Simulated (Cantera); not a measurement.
Feed: 1 mol SiCl4, 6 mol H2, at 825 K and 10000 Pa.

These are equilibrium values from Cantera (NASA tables, ideal gas, pure condensed phases), not measurements of a reactor. Candidate condensed phases: Si; 19 gas species. The tables' values for SiCl3 are old estimates; treat these amounts as uncertain. The numbers say what is thermodynamically allowed, not how fast it happens.

Base state: H2 0.845, SiCl4 0.131, HCl 0.0118, SiHCl3 0.0116, SiH2Cl2 8.66e-5, SiCl3 4.51e-5 (mole fractions); condensed: gas only.

Question: What changes in the equilibrium state with this change: temperature from 825 K to 1300 K?

Answer: 
```
species   before     after
-------  -------  --------
H2         0.845     0.745
HCl       0.0118     0.120
SiCl4      0.131    0.0576
SiCl2    1.37e-6    0.0410
SiCl3    4.51e-5    0.0200
SiHCl3    0.0116    0.0163
SiH2Cl2  8.66e-5  0.000654
```
